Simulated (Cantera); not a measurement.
An isothermal, constant-pressure homogeneous reactor starts with CO : O₂ : H₂O : N₂ = 0.0014 : 0.0056 : 0.00064 : 1 (molar parts), at 1048 K and 10.0 bar. Integrator tolerance rtol = 1e-08.

Detailed kinetics in Cantera: GRI-Mech 3.0 (53 species, 325 reactions).

Problem. What does this change do: temperature 1048 to 1500 K?

Solution. 
```json
[
 {"quantity": "x(CO) at 3.00 s", "before": "0.000787 (gas-phase equilibrium 1.83e-12)", "after": "3.10e-8 (gas-phase equilibrium 3.14e-8)"},
 {"quantity": "x(O₂) at 3.00 s", "before": "0.00526 (gas-phase equilibrium 0.00486)", "after": "0.00487 (gas-phase equilibrium 0.00476)"},
 {"quantity": "x(H₂O) at 3.00 s", "before": "0.000635 (gas-phase equilibrium 0.000636)", "after": "0.000635 (gas-phase equilibrium 0.000635)"},
 {"quantity": "x(N₂O) at 3.00 s", "before": "3.27e-7 (gas-phase equilibrium 2.48e-9)", "after": "4.57e-8 (gas-phase equilibrium 4.53e-8)"},
 {"quantity": "x(NO) at 3.00 s", "before": "5.16e-11 (gas-phase equilibrium 8.89e-6)", "after": "1.21e-6 (gas-phase equilibrium 0.000208)"},
 {"quantity": "x(O) at 3.00 s", "before": "9.12e-9 (gas-phase equilibrium 1.40e-11)", "after": "9.00e-8 (gas-phase equilibrium 8.90e-8)"},
 {"quantity": "x(OH) at 3.00 s", "before": "4.66e-9 (gas-phase equilibrium 4.94e-9)", "after": "1.37e-6 (gas-phase equilibrium 1.36e-6)"}
]
```
